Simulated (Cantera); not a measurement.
## Diamond growth

A diamond (100) surface in a fixed gas of H2 with x(CH4) = 0.0041, x(H) = 0.0004, x(CH3) = 0.00012, at 1375 K; coverages are run to steady state.

Detailed kinetics in Cantera: the Harris–Goodwin 1993 mechanism for the reconstructed diamond (100) surface.

| P (Pa) | growth (µm/h) | θ c6HH | θ c6H* | θ c6*H | θ c6** | θ c6HM |
|---|---|---|---|---|---|---|
| 840 | 0.00491 | 0.492 | 0.0468 | 0.445 | 0.0168 | 6.22e-6 |
| 1200 | 0.00968 | 0.492 | 0.0467 | 0.444 | 0.0168 | 8.93e-6 |
| 1800 | 0.0206 | 0.493 | 0.0467 | 0.443 | 0.0167 | 1.35e-5 |
| 2700 | 0.0432 | 0.493 | 0.0466 | 0.443 | 0.0167 | 2.06e-5 |
| 4000 | 0.0861 | 0.494 | 0.0466 | 0.443 | 0.0166 | 3.10e-5 |
| 5900 | 0.166 | 0.494 | 0.0466 | 0.442 | 0.0166 | 4.65e-5 |
| 8700 | 0.309 | 0.494 | 0.0466 | 0.442 | 0.0165 | 6.99e-5 |
| 13000 | 0.569 | 0.494 | 0.0466 | 0.442 | 0.0165 | 0.000107 |
θ: site fractions in the mechanism's names (c6HH fully hydrogenated, c6H* and c6*H radical sites, c6** diradical, c6HM methylated).
